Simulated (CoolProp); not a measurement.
Computed with CoolProp (reference Helmholtz-energy equation of state, Wu 2011).

Question: For dimethyl ether, give the phase and the expansivity (1/kK), fugacity coefficient at 196.8 K and 4.35 bar.

Answer: 
- 196.8 K and 4.35 bar: liquid; expansivity 1.56, fugacity coefficient 0.0124
